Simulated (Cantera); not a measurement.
Input (Python, Cantera) and output of one run.

```python
import numpy as np
import cantera as ct

gas_names = [...]  # 130 gases of nasa_gas.yaml made of C, H, Mg, O, S
cond_names = """
    C(gr) C6H6(L) C7H8(L) C8H18(L),n-octa H2O(s) H2O(L) H2SO4(L) Mg(cr) Mg(L) MgCO3(s) MgO(s) MgO(L)
    MgO2H2(s) MgS(s) MgSO4(s) MgSO4(L) S(cr1) S(cr2) S(L)
""".split()


# ... load() reads the species with a 1 bar reference pressure and builds the phases ...
atoms = {
    'MgCO3': {'Mg': 1, 'C': 1, 'O': 3},
    'SO2': {'S': 1, 'O': 2},
    'H2O': {'H': 2, 'O': 1},
}
top_T = {'C(gr)': 4500, 'MgS(s)': 2250}  # K; cautious upper limits of use, not melting points


# ... equilibrate(T, P, feed) seeds the gas with the atoms and calls Mixture.equilibrate('TP', solver="vcs", rtol=1e-11, max_steps=5000) ...
results = []
feed = {'MgCO3': 1, 'SO2': 1.1, 'H2O': 0.08}  # mol
P = 1000  # Pa
for T in [1000, 1075, 1150, 1225, 1300, 1375, 1450, 1525, 1600, 1675, 1750]:
    mix = equilibrate(T, P, feed)
    results.append((T, P, feed, dict(zip(mix.species_names, mix.species_moles))))

top = {s: max(r[3][s] / sum(r[3][g] for g in gas_names) for r in results) for s in gas_names}
cols = sorted((s for s in top if top[s] > 0.001), key=lambda s: -top[s])[:6]
seen = [c for c in cond_names if any(r[3].get(c, 0) > 1e-12 for r in results)]
print("log10 of partial pressures in bar; condensed amounts in mol")
print(f"{'T/K':>10s}" + "".join(f"{s[:9]:>10s}" for s in cols + seen))
for T, P, feed, n in results:
    ng = sum(n[g] for g in gas_names)
    print(f"{T:10.4g}" + "".join(f"{np.log10(max(n[s] / ng * P / 1e5, 1e-99)):10.3f}" for s in cols)
          + "".join(f"{n.get(c, 0):10.4g}" for c in seen))
```

It prints:

```
log10 of partial pressures in bar; condensed amounts in mol
       T/K       SO2       CO2       H2O        CO        O2    MgO(s)
      1000    -2.297    -2.338    -3.435    -7.327   -10.454         1
      1075    -2.297    -2.338    -3.435    -6.983    -9.084         1
      1150    -2.297    -2.338    -3.435    -6.667    -7.926         1
      1225    -2.297    -2.339    -3.435    -6.332    -7.029         1
      1300    -2.297    -2.339    -3.435    -5.958    -6.391         1
      1375    -2.297    -2.339    -3.436    -5.581    -5.913         1
      1450    -2.297    -2.339    -3.436    -5.227    -5.519         1
      1525    -2.297    -2.340    -3.436    -4.901    -5.178         1
      1600    -2.298    -2.341    -3.437    -4.605    -4.874         1
      1675    -2.299    -2.344    -3.439    -4.335    -4.600         1
      1750    -2.300    -2.348    -3.442    -4.090    -4.352         1
```

Method: chemical equilibrium by Gibbs-energy minimisation in Cantera with the NASA 1993 tables (ideal gas, pure condensed phases).
